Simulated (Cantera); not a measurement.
Input (Python, Cantera) and output of one run.

```python
import numpy as np
import cantera as ct

gas_names = """
    F FO FO2 F2 F2O H HF HNO HNO2 HNO3 HOF HO2 H2 H2F2 H2O H2O2 H3F3 H4F4 H5F5 H6F6 H7F7 N NF NF2 NF3 NH
    NH2 NH3 NH2OH NO NO2 NO3 N2 N2H2 N2H4 N2O O OH O2 O3 Si SiF SiF2 SiF3 SiF4 SiH SiHF3 SiH2 SiH2F2
    SiH3 SiH3F SiH4 SiN SiO SiO2 Si2 Si2N Si3
""".split()
cond_names = """
    H2O(s) H2O(L) Si(cr) Si(L) SiO2(Lqz) SiO2(hqz) SiO2(L) Si2N2O(s) Si3N4(a)
""".split()


def load(file, names, dense=False):
    # The tables refer to 1 bar. Condensed volumes are neglected.
    table = {s.name: s for s in ct.Species.list_from_file(file)}
    out = []
    for n in names:
        d = dict(table[n].input_data)
        d["thermo"] = dict(d["thermo"], **{"reference-pressure": 1e5})
        if dense:
            d["equation-of-state"] = {"model": "constant-volume", "density": "1e6 g/cm^3"}
        out.append(ct.Species.from_dict(d))
    return out


gas = ct.Solution(thermo="ideal-gas", species=load("nasa_gas.yaml", gas_names))
cond = {s.name: ct.Solution(thermo="fixed-stoichiometry", species=[s], name=s.name)
        for s in load("nasa_condensed.yaml", cond_names, dense=True)}
atoms = {
    'SiF4': {'Si': 1, 'F': 4},
    'N2O': {'N': 2, 'O': 1},
    'H2': {'H': 2},
}
top_T = {'Si2N2O(s)': 2100, 'Si3N4(a)': 2400}  # K; cautious upper limits of use, not melting points


def equilibrate(T, P, feed):
    n = {}
    for name, mol in feed.items():
        for a, k in atoms[name].items():
            n[a] = n.get(a, 0.0) + k * mol
    gas.TPX = T, P, n
    mass = sum(n.values()) * gas.mean_molecular_weight
    gas.equilibrate("TP")
    valid = [c for c in cond.values() if c.min_temp <= T <= top_T.get(c.name, c.max_temp)]
    mix = ct.Mixture([(gas, mass / gas.mean_molecular_weight)] + [(c, 0.0) for c in valid])
    mix.T, mix.P = T, P
    mix.equilibrate("TP", solver="vcs", rtol=1e-11, max_steps=5000)
    return mix


results = []
feed = {'SiF4': 1, 'N2O': 22, 'H2': 0.46}  # mol
P = 1000  # Pa
for T in [900, 950, 1000, 1050, 1100, 1150, 1200, 1250, 1300, 1350, 1400, 1450]:
    mix = equilibrate(T, P, feed)
    results.append((T, P, feed, dict(zip(mix.species_names, mix.species_moles))))

top = {s: max(r[3][s] / sum(r[3][g] for g in gas_names) for r in results) for s in gas_names}
cols = sorted((s for s in top if top[s] > 0.0001), key=lambda s: -top[s])[:8]
seen = [c for c in cond_names if any(r[3].get(c, 0) > 1e-12 for r in results)]
print("log10 of partial pressures in bar; condensed amounts in mol")
print(f"{'T/K':>10s}" + "".join(f"{s[:9]:>10s}" for s in cols + seen))
for T, P, feed, n in results:
    ng = sum(n[g] for g in gas_names)
    print(f"{T:10.4g}" + "".join(f"{np.log10(max(n[s] / ng * P / 1e5, 1e-99)):10.3f}" for s in cols)
          + "".join(f"{n.get(c, 0):10.4g}" for c in seen))
```

Result:

```
log10 of partial pressures in bar; condensed amounts in mol
       T/K        N2        O2        HF      SiF4       H2O        NO SiO2(hqz)
       900    -2.195    -2.505    -3.628    -3.635    -4.797    -6.994    0.2025
       950    -2.195    -2.505    -3.613    -3.639    -4.929    -6.715    0.2097
      1000    -2.195    -2.505    -3.603    -3.642    -5.055    -6.464    0.2148
      1050    -2.195    -2.505    -3.596    -3.644    -5.174    -6.237    0.2185
      1100    -2.195    -2.505    -3.591    -3.646    -5.285    -6.030    0.2211
      1150    -2.195    -2.505    -3.587    -3.647    -5.390    -5.841     0.223
      1200    -2.195    -2.505    -3.584    -3.648    -5.487    -5.668    0.2244
      1250    -2.195    -2.505    -3.582    -3.648    -5.577    -5.509    0.2254
      1300    -2.195    -2.505    -3.581    -3.649    -5.661    -5.362    0.2262
      1350    -2.195    -2.505    -3.579    -3.649    -5.740    -5.226    0.2268
      1400    -2.195    -2.506    -3.579    -3.649    -5.814    -5.100    0.2273
      1450    -2.195    -2.506    -3.578    -3.650    -5.883    -4.982    0.2277
```

Equilibrium computed with Cantera from the NASA thermochemical tables; the gas is ideal and each condensed phase is pure. The tables hold silica as quartz up to 1696 K and as liquid above; real silica turns to tridymite and cristobalite and melts near 1996 K.
